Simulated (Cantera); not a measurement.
Pyrogenic steam for wet oxidation

An isothermal, constant-pressure homogeneous reactor starts with 9.26 % H2, 9.35 % O2, 81.4 % N2, equivalence ratio 0.49, at 1423 K and 0.132 atm.

Detailed kinetics in Cantera: the H2/O2 subset of GRI-Mech 3.0, which has no nitrogen chemistry. The temperature is held fixed by assumption; the heat of reaction is taken as removed at once.

```
t (s)        x H2    x O2    x H2O      x O      x OH
--------  -------  ------  -------  -------  --------
1.00e-5    0.0926  0.0935  5.62e-9  4.66e-9   3.90e-9
5.41e-5    0.0926  0.0935  8.38e-7  1.97e-7   1.54e-7
0.000293   0.0140  0.0545   0.0569   0.0159   0.00549
0.00159   0.00767  0.0507   0.0745   0.0108   0.00444
0.00860   0.00146  0.0492   0.0937  0.00158   0.00189
0.0465    5.00e-5  0.0494   0.0969  5.26e-5  0.000351
0.252     3.60e-6  0.0495   0.0971  3.85e-6   9.50e-5
1.36      8.47e-7  0.0495   0.0971  9.10e-7   4.62e-5
7.39      7.69e-7  0.0495   0.0971  8.26e-7   4.40e-5
40.0      7.69e-7  0.0495   0.0971  8.26e-7   4.40e-5
```
x: mole fraction; the columns are a selection and need not sum to one.

Equilibrium at this temperature and pressure: H2 7.69e-7, O2 0.0495, H2O 0.0971, O 8.26e-7, OH 4.40e-5 (gas phase only).
